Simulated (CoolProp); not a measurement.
Fluorine at 275.83 K and 2.13 MPa is throttled through a valve to 1.16 MPa with no heat exchange. Each further row changes one setting.

Model: reference Helmholtz-energy equation of state, de Reuck 1990, in CoolProp.

```tsv
case	temperature change (K)	final density (kg/m³)
as stated	?	?
outlet pressure 0.348 MPa	?	5.86
outlet pressure 1.51 MPa	?	25.4
```

Task: Complete the blanks.

Result: 
- as stated, temperature change (K): -2.1
- as stated, final density (kg/m³): 19.5
- outlet pressure 0.348 MPa, temperature change (K): -4.0
- outlet pressure 1.51 MPa, temperature change (K): -1.4
